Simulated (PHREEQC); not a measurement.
# Alkaline etch or developer: speciation

Dissolve 1.2 mmol/kgw KOH, 0.06 mmol/kgw H3BO3 and 30 mmol/kgw K3PO4 at 25 °C. Closed to the air; pH follows from the charge balance.

Equilibrium calculation in PHREEQC: ion-association model, phreeqc.dat.

Each row changes one thing in this solution. No solid was allowed to form.

```json
[
 {"case": "as made", "pH": "11.93", "ionic strength (mol/kgw)": "0.159", "PO4-3 (mol/kgw)": "0.0194", "HPO4-2 (mol/kgw)": "0.0100", "KHPO4- (mol/kgw)": "0.000548", "H3BO3 (mol/kgw)": "9.04e-8"},
 {"case": "0.00098 mol/kgw H2SO4 added", "pH": "(withheld)", "ionic strength (mol/kgw)": "0.158", "PO4-3 (mol/kgw)": "0.0187", "HPO4-2 (mol/kgw)": "0.0107", "KHPO4- (mol/kgw)": "0.000587", "H3BO3 (mol/kgw)": "1.01e-7"},
 {"case": "diluted 100-fold with water", "pH": "10.46", "ionic strength (mol/kgw)": "0.00122", "PO4-3 (mol/kgw)": "4.72e-6", "HPO4-2 (mol/kgw)": "0.000295", "KHPO4- (mol/kgw)": "4.48e-7", "H3BO3 (mol/kgw)": "3.25e-8"},
 {"case": "KOH replaced by K2SiO3 at the same molality", "pH": "11.92", "ionic strength (mol/kgw)": "(withheld)", "PO4-3 (mol/kgw)": "0.0194", "HPO4-2 (mol/kgw)": "0.0100", "KHPO4- (mol/kgw)": "0.000555", "H3BO3 (mol/kgw)": "9.11e-8"},
 {"case": "H3BO3 from 6e-05 to 5.4e-05 mol/kgw", "pH": "11.93", "ionic strength (mol/kgw)": "0.159", "PO4-3 (mol/kgw)": "0.0194", "HPO4-2 (mol/kgw)": "0.0100", "KHPO4- (mol/kgw)": "0.000548", "H3BO3 (mol/kgw)": "8.13e-8"}
]
```

Task: Complete the blanks.

Result: 
- 0.00098 mol/kgw H2SO4 added, pH: 11.88
- KOH replaced by K2SiO3 at the same molality, ionic strength (mol/kgw): 0.160
